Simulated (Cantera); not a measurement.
Mixture: CH₄ : CO : O₂ : N₂ : CO₂ = 1 : 0.1 : 2.05 : 7.71 : 0.39 (molar parts), at 3.10 bar, adiabatic and at constant volume. Ignition delay is the time to a rise of 400 K.

Cantera simulation using GRI-Mech 3.0 (53 species, 325 reactions); the numbers are that mechanism's predictions, not measurements.

Question: Predict: delay at 1275 K; delay at 1475 K; delay at 1675 K; delay at 1875 K; delay at 2075 K; apparent activation energy between 1875 and 2075 K.

Answer: 
```
Property                                                Result
--------------------------------------------------  ----------
delay at 1275 K                                        6.62 ms
delay at 1475 K                                       0.648 ms
delay at 1675 K                                       0.101 ms
delay at 1875 K                                        25.4 µs
delay at 2075 K                                        8.97 µs
apparent activation energy between 1875 and 2075 K  170 kJ/mol
```
